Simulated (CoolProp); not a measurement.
Vapour-liquid equilibrium of R134a (1) + R142b (2) at 0.587 MPa; x and y are mole fractions of (1).

Computed with CoolProp (multi-fluid Helmholtz-energy mixture model, Tillner-Roth 1994 and Lemmon 2006; pair parameters Bell 2016).

```json
[
 {"x": "0.05", "bubble temperature, mixture model (°C)": "?", "bubble temperature, Raoult's law (°C)": "42.6", "y, mixture model": "0.094", "y, Raoult's law": "0.093"},
 {"x": "0.15", "bubble temperature, mixture model (°C)": "?", "bubble temperature, Raoult's law (°C)": "39.4", "y, mixture model": "0.256", "y, Raoult's law": "0.256"},
 {"x": "0.25", "bubble temperature, mixture model (°C)": "35.2", "bubble temperature, Raoult's law (°C)": "36.5", "y, mixture model": "?", "y, Raoult's law": "0.394"},
 {"x": "0.35", "bubble temperature, mixture model (°C)": "32.4", "bubble temperature, Raoult's law (°C)": "33.9", "y, mixture model": "0.502", "y, Raoult's law": "0.513"},
 {"x": "0.45", "bubble temperature, mixture model (°C)": "30.0", "bubble temperature, Raoult's law (°C)": "31.5", "y, mixture model": "?", "y, Raoult's law": "0.616"},
 {"x": "0.55", "bubble temperature, mixture model (°C)": "27.8", "bubble temperature, Raoult's law (°C)": "29.2", "y, mixture model": "?", "y, Raoult's law": "0.706"},
 {"x": "0.65", "bubble temperature, mixture model (°C)": "26.0", "bubble temperature, Raoult's law (°C)": "27.1", "y, mixture model": "0.760", "y, Raoult's law": "0.785"},
 {"x": "0.75", "bubble temperature, mixture model (°C)": "24.3", "bubble temperature, Raoult's law (°C)": "25.2", "y, mixture model": "?", "y, Raoult's law": "0.855"},
 {"x": "0.85", "bubble temperature, mixture model (°C)": "?", "bubble temperature, Raoult's law (°C)": "23.4", "y, mixture model": "0.899", "y, Raoult's law": "0.918"},
 {"x": "0.95", "bubble temperature, mixture model (°C)": "21.5", "bubble temperature, Raoult's law (°C)": "21.7", "y, mixture model": "0.966", "y, Raoult's law": "0.974"}
]
```

Complete the blanks.


- 0.05, bubble temperature, mixture model (°C): 42.2
- 0.15, bubble temperature, mixture model (°C): 38.4
- 0.25, y, mixture model: 0.389
- 0.45, y, mixture model: 0.599
- 0.55, y, mixture model: 0.684
- 0.75, y, mixture model: 0.831
- 0.85, bubble temperature, mixture model (°C): 22.8

The largest gap from Raoult's law is -1.5 K in bubble temperature, at x = 0.45. No azeotrope shows between x = 0.05 and 0.95.

The pair parameters rest on a limited set of measurements; away from them the model extrapolates.
